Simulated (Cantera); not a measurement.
What does this Cantera script print?

```python
import numpy as np
import cantera as ct

gas_names = """
    AL ALH ALI ALI3 ALN ALO ALOH ALO2 ALO2H AL2 AL2I6 AL2O AL2O2 H HALO HI HNO HNO2 HNO3 HO2 H2 H2O H2O2
    I I2 N NH NH2 NH3 NH2OH NO NO2 NO3 N2 N2H2 N2H4 N2O O OH O2 O3
""".split()
cond_names = """
    AL(cr) AL(L) ALI3(s) ALI3(L) ALN(s) AL2O3(a) AL2O3(L) H2O(s) H2O(L) I2(cr) I2(L)
""".split()


# ... load() reads the species with a 1 bar reference pressure and builds the phases ...
atoms = {
    'AlI3': {'AL': 1, 'I': 3},
    'H2O': {'H': 2, 'O': 1},
    'N2': {'N': 2},
}
top_T = {'ALN(s)': 2750}  # K; cautious upper limits of use, not melting points


# ... equilibrate(T, P, feed) seeds the gas with the atoms and calls Mixture.equilibrate('TP', solver="vcs", rtol=1e-11, max_steps=5000) ...
results = []
feed = {'AlI3': 1, 'H2O': 0.34, 'N2': 39}  # mol
P = 10000  # Pa
for T in [1248, 1298, 1348, 1398, 1448, 1498, 1548, 1598, 1648, 1698, 1748]:
    mix = equilibrate(T, P, feed)
    results.append((T, P, feed, dict(zip(mix.species_names, mix.species_moles))))

top = {s: max(r[3][s] / sum(r[3][g] for g in gas_names) for r in results) for s in gas_names}
cols = sorted((s for s in top if top[s] > 1e-05), key=lambda s: -top[s])[:7]
seen = [c for c in cond_names if any(r[3].get(c, 0) > 1e-12 for r in results)]
print("log10 of partial pressures in bar; condensed amounts in mol")
print(f"{'T/K':>10s}" + "".join(f"{s[:9]:>10s}" for s in cols + seen))
for T, P, feed, n in results:
    ng = sum(n[g] for g in gas_names)
    print(f"{T:10.4g}" + "".join(f"{np.log10(max(n[s] / ng * P / 1e5, 1e-99)):10.3f}" for s in cols)
          + "".join(f"{n.get(c, 0):10.4g}" for c in seen))
```

Output:

```
log10 of partial pressures in bar; condensed amounts in mol
       T/K        N2         I        HI       ALI        H2      ALI3        I2    ALN(s)  AL2O3(a)
      1248    -1.030    -2.332    -2.980    -6.353    -3.526    -3.403    -3.754    0.6093    0.1133
      1298    -1.031    -2.281    -3.029    -5.870    -3.455    -3.579    -3.900    0.6632    0.1133
      1348    -1.032    -2.244    -3.086    -5.436    -3.391    -3.775    -4.058     0.702    0.1133
      1398    -1.033    -2.219    -3.151    -5.042    -3.336    -3.985    -4.223    0.7264    0.1133
      1448    -1.034    -2.202    -3.220    -4.683    -3.290    -4.201    -4.389    0.7384    0.1133
      1498    -1.034    -2.191    -3.293    -4.354    -3.253    -4.418    -4.554    0.7388    0.1133
      1548    -1.035    -2.184    -3.367    -4.051    -3.224    -4.634    -4.717    0.7264    0.1133
      1598    -1.035    -2.183    -3.444    -3.773    -3.200    -4.851    -4.878    0.6967    0.1133
      1648    -1.035    -2.187    -3.522    -3.517    -3.181    -5.070    -5.040    0.6422    0.1133
      1698    -1.035    -2.197    -3.604    -3.284    -3.165    -5.299    -5.207     0.553    0.1133
      1748    -1.035    -2.217    -3.693    -3.075    -3.153    -5.543    -5.383     0.418    0.1133
```

Equilibrium computed with Cantera from the NASA thermochemical tables; the gas is ideal and each condensed phase is pure. Mutual solubility and eutectic melting of coexisting phases are not modelled.
